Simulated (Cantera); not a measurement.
A Cantera script and its output.

```python
import numpy as np
import cantera as ct

gas = ct.Solution("gri30.yaml")


def delay(T, t_max=10):
    gas.TPX = T, 190000, {'CO': 1, 'H2': 0.29, 'CH4': 0.046, 'O2': 0.819, 'N2': 3.36}
    reactor = ct.IdealGasConstPressureReactor(gas, clone=False)
    net = ct.ReactorNet([reactor])
    net.rtol, net.atol = 1e-8, 1e-16
    while net.time < t_max:
        t_old, T_old = net.time, reactor.T
        net.step()
        if reactor.T > T + 400:  # ignition: a rise of 400 K
            return t_old + (T + 400 - T_old) / (reactor.T - T_old) * (net.time - t_old)
    return np.nan


taus = []
for T in [1125, 1175, 1225, 1275, 1325, 1375, 1425, 1475, 1525]:
    taus.append(delay(T))
    print(f"T0 = {T:6g} K   tau = {taus[-1]:.4e} s")
```

It prints:

```
T0 =   1125 K   tau = 1.1873e-04 s
T0 =   1175 K   tau = 7.5283e-05 s
T0 =   1225 K   tau = 5.3893e-05 s
T0 =   1275 K   tau = 4.1598e-05 s
T0 =   1325 K   tau = 3.3827e-05 s
T0 =   1375 K   tau = 2.8604e-05 s
T0 =   1425 K   tau = 2.4950e-05 s
T0 =   1475 K   tau = 2.2329e-05 s
T0 =   1525 K   tau = 2.0427e-05 s
```

Computed with Cantera and GRI-Mech 3.0 (53 species, 325 reactions). Where the delays flatten at high temperature, the 400 K rule measures the pace of heat release, not the induction time.
